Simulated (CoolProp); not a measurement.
Vapour-liquid equilibrium of R22 (1) + dimethyl ether (2) at 868 kPa; x and y are mole fractions of (1).

Computed with CoolProp (multi-fluid Helmholtz-energy mixture model, Kamei 1995 and Wu 2011; pair parameters Bell 2016).

| x | bubble temperature, mixture model (°C) | bubble temperature, Raoult's law (°C) | y, mixture model | y, Raoult's law |
|---|---|---|---|---|
| 0.05 | 39.4 | 37.7 | 0.043 | 0.083 |
| 0.15 | 39.9 | 35.1 | 0.141 | 0.235 |
| 0.25 | 40.1 | 32.7 | 0.254 | 0.368 |
| 0.35 | 39.6 | 30.4 | 0.382 | 0.485 |
| 0.45 | 38.3 | 28.2 | 0.518 | 0.590 |
| 0.55 | 36.0 | 26.2 | 0.654 | 0.683 |
| 0.65 | 32.8 | 24.3 | 0.777 | 0.767 |
| 0.75 | 28.7 | 22.5 | 0.876 | 0.842 |
| 0.85 | 24.3 | 20.7 | 0.945 | 0.910 |
| 0.95 | 20.1 | 19.1 | 0.987 | 0.971 |

The largest gap from Raoult's law is +10.1 K in bubble temperature, at x = 0.45. y crosses x between x = 0.15 and 0.25: the model has an azeotrope there.

The pair parameters rest on a limited set of measurements; away from them the model extrapolates.
